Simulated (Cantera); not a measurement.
Input: 1 mol SiHCl3, 0.0094 mol Cl2, 4.6 mol H2, at 1650 K and 101000 Pa.

Cantera equilibrium calculation (NASA polynomials, part measured and part estimated; ideal gas, pure solids and liquids). Candidate condensed phases: Si; 19 gas species. The tables' values for SiCl3, SiCl are old estimates; treat these amounts as uncertain. Equilibrium is a limit: real reactors are often held back by kinetics, nucleation or transport.

Base state: H2 0.713, HCl 0.146, SiCl2 0.106, SiCl3 0.0193, SiCl4 0.00765, SiHCl3 0.00627, SiH2Cl2 0.000878, H 7.62e-5 (mole fractions); condensed: Si(s).

Task: What changes in the equilibrium state with this change: 0.0072 mol O2 added?

Result: 
```csv
species,before,after
H2,0.713,0.712
HCl,0.146,0.146
SiCl2,0.106,0.106
SiO,0,0.00222
SiCl3,0.0193,0.0192
SiH3Cl,3.70e-5,3.68e-5
SiH2Cl2,0.000878,0.000874
SiHCl3,0.00627,0.00625
"Si(s), mol",0.0934,0.0790
```
Further candidate phases: H2O, SiO2.
